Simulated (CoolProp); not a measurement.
Vapour-liquid equilibrium of R134a (1) + dimethyl ether (2) at -33.45 °C; x and y are mole fractions of (1).

Computed with CoolProp (multi-fluid Helmholtz-energy mixture model, Tillner-Roth 1994 and Wu 2011; pair parameters Bell 2016).

| x | bubble pressure, mixture model (MPa) | bubble pressure, Raoult's law (MPa) | y, mixture model | y, Raoult's law |
|---|---|---|---|---|
| 0.05 | 0.06733 | 0.06854 | 0.037 | 0.052 |
| 0.2 | 0.06482 | 0.06900 | 0.174 | 0.207 |
| 0.35 | 0.06364 | 0.06945 | … | 0.360 |
| 0.5 | 0.06386 | 0.06991 | … | 0.511 |
| 0.65 | … | 0.07036 | 0.688 | 0.660 |
| 0.8 | … | 0.07082 | 0.837 | 0.807 |
| 0.95 | 0.07042 | 0.07127 | 0.963 | 0.952 |

Q: Fill in the missing entries.

A: 
- 0.35, y, mixture model: 0.341
- 0.5, y, mixture model: 0.519
- 0.65, bubble pressure, mixture model (MPa): 0.06531
- 0.8, bubble pressure, mixture model (MPa): 0.06761

The largest gap from Raoult's law is -8.7 % in bubble pressure, at x = 0.5. y crosses x between x = 0.35 and 0.5: the model has an azeotrope there.

Pair parameters are fitted to limited data, so mixtures are less certain than the pure fluids.
